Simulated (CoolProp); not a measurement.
Values from CoolProp's reference Helmholtz-energy equation of state, Bücker 2006.

Give the vapour pressure (MPa), vapour density (kg/m³), liquid cp (kJ/(kg K)) of saturated isobutane at 356.5 K.


```json
[
 {"T (K)": "356.5", "p (MPa)": "1.44", "vapour density (kg/m³)": "38.6", "liquid cp (kJ/(kg K))": "2.99"}
]
```
